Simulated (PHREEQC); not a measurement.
0.86 g of hydrous ferric oxide (600 m²/g; 0.2 weak and 0.005 strong sites per Fe, Dzombak-Morel constants, diffuse double layer) in 1 kg of water with 0.005 mol/kgw of an inert sodium salt and 0.14 mmol/kgw MnCl2 and 0.007 mmol/kgw H3BO3, at 25 °C; the pH is set by adding NaOH or the inert anion's acid. The system is closed to oxygen. CO2 from the air is kept out. Precipitation was switched off in this run.

The series has 13 steps of pH, from 4 to 12.

Model: ion-association model, wateq4f.dat, run in PHREEQC.

### Question
Near which pH is half of the Mn sorbed, and on which side is more sorbed?

### Answer
Near pH 7.0, with more sorbed at higher pH.

Complexes and solids missing from the database can't appear.
